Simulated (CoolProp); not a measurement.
Properties of CHF3 (R23) along the isotherm 338.1 K.

Model: reference Helmholtz-energy equation of state, Penoncello 2003, in CoolProp.

```json
[
 {"p (bar)": "7.55", "phase": "gas", "Z": "0.9624", "cp (kJ/(kg K))": "0.8236", "expansivity (1/kK)": "3.382", "viscosity (µPa s)": "16.8", "conductivity (mW/(m K))": "16.6"},
 {"p (bar)": "15.1", "phase": "gas", "Z": "0.9233", "cp (kJ/(kg K))": "0.8677", "expansivity (1/kK)": "3.893", "viscosity (µPa s)": "17.0", "conductivity (mW/(m K))": "17.6"},
 {"p (bar)": "22.6", "phase": "gas", "Z": "0.8830", "cp (kJ/(kg K))": "0.9209", "expansivity (1/kK)": "4.514", "viscosity (µPa s)": "17.2", "conductivity (mW/(m K))": "18.7"},
 {"p (bar)": "30.2", "phase": "gas", "Z": "0.8406", "cp (kJ/(kg K))": "0.9872", "expansivity (1/kK)": "5.293", "viscosity (µPa s)": "17.6", "conductivity (mW/(m K))": "19.9"},
 {"p (bar)": "37.7", "phase": "gas", "Z": "0.7969", "cp (kJ/(kg K))": "1.070", "expansivity (1/kK)": "6.264", "viscosity (µPa s)": "18.0", "conductivity (mW/(m K))": "21.2"},
 {"p (bar)": "45.3", "phase": "gas", "Z": "0.7509", "cp (kJ/(kg K))": "1.176", "expansivity (1/kK)": "7.528", "viscosity (µPa s)": "18.7", "conductivity (mW/(m K))": "22.8"},
 {"p (bar)": "52.8", "phase": "supercritical", "Z": "0.7035", "cp (kJ/(kg K))": "1.315", "expansivity (1/kK)": "9.156", "viscosity (µPa s)": "19.6", "conductivity (mW/(m K))": "24.6"},
 {"p (bar)": "60.4", "phase": "supercritical", "Z": "0.6536", "cp (kJ/(kg K))": "1.500", "expansivity (1/kK)": "11.33", "viscosity (µPa s)": "20.8", "conductivity (mW/(m K))": "26.7"},
 {"p (bar)": "67.9", "phase": "supercritical", "Z": "0.6032", "cp (kJ/(kg K))": "1.741", "expansivity (1/kK)": "14.09", "viscosity (µPa s)": "22.4", "conductivity (mW/(m K))": "29.3"},
 {"p (bar)": "75.5", "phase": "supercritical", "Z": "0.5528", "cp (kJ/(kg K))": "2.038", "expansivity (1/kK)": "17.36", "viscosity (µPa s)": "24.7", "conductivity (mW/(m K))": "32.5"},
 {"p (bar)": "83", "phase": "supercritical", "Z": "0.5074", "cp (kJ/(kg K))": "2.322", "expansivity (1/kK)": "20.16", "viscosity (µPa s)": "27.7", "conductivity (mW/(m K))": "36.2"},
 {"p (bar)": "90.6", "phase": "supercritical", "Z": "0.4714", "cp (kJ/(kg K))": "2.481", "expansivity (1/kK)": "21.09", "viscosity (µPa s)": "31.6", "conductivity (mW/(m K))": "40.4"},
 {"p (bar)": "98.1", "phase": "supercritical", "Z": "0.4486", "cp (kJ/(kg K))": "2.469", "expansivity (1/kK)": "19.86", "viscosity (µPa s)": "35.7", "conductivity (mW/(m K))": "44.5"},
 {"p (bar)": "106", "phase": "supercritical", "Z": "0.4368", "cp (kJ/(kg K))": "2.351", "expansivity (1/kK)": "17.49", "viscosity (µPa s)": "40.1", "conductivity (mW/(m K))": "48.5"},
 {"p (bar)": "113", "phase": "supercritical", "Z": "0.4340", "cp (kJ/(kg K))": "2.224", "expansivity (1/kK)": "15.35", "viscosity (µPa s)": "43.8", "conductivity (mW/(m K))": "51.5"},
 {"p (bar)": "121", "phase": "supercritical", "Z": "0.4366", "cp (kJ/(kg K))": "2.090", "expansivity (1/kK)": "13.26", "viscosity (µPa s)": "47.6", "conductivity (mW/(m K))": "54.5"}
]
```

Viscosity comes from a separate model (Shan 2000). Thermal conductivity comes from a separate model (Shan 2000).
